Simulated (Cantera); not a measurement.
A perfectly stirred reactor is fed with CH₄ : H₂O : H₂ = 0.52 : 1.1 : 2 (molar parts), at 2.20 bar; it is held at 2100 K, and followed from long to short residence time.

Cantera simulation using GRI-Mech 3.0 (53 species, 325 reactions); the numbers are that mechanism's predictions, not measurements.

One state of this run: x CH₄ = 0.0229; x H₂O = 0.215; x H₂ = 0.688; x CH₂O = 4.01e-6; x HO₂ = 2.82e-11; x CH₂CO = 2.55e-5. x: mole fraction; the columns are a selection and need not sum to one.

Question: Which value of τ (s) does it belong to?
A. 0.0073
B. 0.29
C. 0.12
D. 0.0029

Answer: D, 0.0029
